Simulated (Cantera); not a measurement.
## Equilibrium for abatement and gas-phase synthesis: PH₃ + H₂ + O₂

Charge: 1 mol PH₃, 4.6 mol H₂, 0.14 mol O₂, held at 1148.15 K and 13300 Pa.

Equilibrium computed with Cantera from the NASA thermochemical tables; the gas is ideal and each condensed phase is pure. Candidate condensed phases: H₂O, P, P₄O₁₀; 17 gas species. Gases not in the tables: HPO₂, HPO₃ and P₄O₆. Rates play no part.

```
Item                                 Value
-------------------------------  ---------
x(H₂)                                0.904
x(H₂O)                              0.0435
x(P₂)                               0.0267
x(P₄)                               0.0255
x(PH₃)                             7.66e-5
x(PO)                              1.43e-5
x(PO₂)                             4.43e-6
gas amount                       6.436 mol
log10 activity of P(l) (absent)      -1.15
```
